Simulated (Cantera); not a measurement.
An adiabatic, constant-volume homogeneous reactor starts with CH4 : H2 : O2 : N2 : H2O = 1 : 1.4 : 2.45 : 9.23 : 0.36 (molar parts), equivalence ratio 1.1, at 1225 K and 1.70 bar. Integrator tolerance rtol = 1e-08.

Detailed kinetics in Cantera: GRI-Mech 3.0 (53 species, 325 reactions).

```tsv
quantity	before	after
time of steepest temperature rise	0.325 ms	0.144 ms
temperature at 1.00 s	2894 K	3005 K
equilibrium temperature	2894 K	3005 K
x(CH4) at 1.00 s	<1e-12 (gas-phase equilibrium <1e-12)	<1e-12 (gas-phase equilibrium <1e-12)
x(H2) at 1.00 s	0.0335 (gas-phase equilibrium 0.0335)	0.0295 (gas-phase equilibrium 0.0295)
x(O2) at 1.00 s	0.00958 (gas-phase equilibrium 0.00958)	0.00700 (gas-phase equilibrium 0.00700)
x(CH2CO) at 1.00 s	<1e-12 (gas-phase equilibrium <1e-12)	<1e-12 (gas-phase equilibrium <1e-12)
x(C2H) at 1.00 s	<1e-12 (gas-phase equilibrium <1e-12)	<1e-12 (gas-phase equilibrium <1e-12)
x(C2H6) at 1.00 s	<1e-12 (gas-phase equilibrium <1e-12)	<1e-12 (gas-phase equilibrium <1e-12)
```

Which change was made?
A) CH4 1 to 1.6 parts
B) pressure from 1.70 bar to 6.90 bar
C) constant pressure in place of constant volume
D) N2 9.23 to 15 parts

B, pressure from 1.70 bar to 6.90 bar
